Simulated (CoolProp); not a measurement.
Vapour-liquid equilibrium of R22 (1) + C3F8 (R218) (2) at 2.88 bar; x and y are mole fractions of (1).

Model: multi-fluid Helmholtz-energy mixture model, Kamei 1995 and Lemmon 2006; pair parameters Bell 2016, in CoolProp.

| x | bubble temperature, mixture model (K) | bubble temperature, Raoult's law (K) | y, mixture model | y, Raoult's law |
|---|---|---|---|---|
| 0.05 | 259.7 | 262.1 | 0.129 | 0.059 |
| 0.2 | 254.3 | 261.3 | 0.371 | 0.231 |
| 0.35 | 251.8 | 260.5 | 0.494 | 0.393 |
| 0.5 | 250.9 | 259.8 | 0.565 | 0.546 |
| 0.65 | 250.8 | 259.0 | 0.620 | 0.690 |
| 0.8 | 251.5 | 258.3 | 0.693 | 0.828 |
| 0.95 | 254.7 | 257.6 | 0.871 | 0.958 |

The largest gap from Raoult's law is -8.9 K in bubble temperature, at x = 0.5. y crosses x between x = 0.5 and 0.65: the model has an azeotrope there.

Pair parameters are fitted to limited data, so mixtures are less certain than the pure fluids.
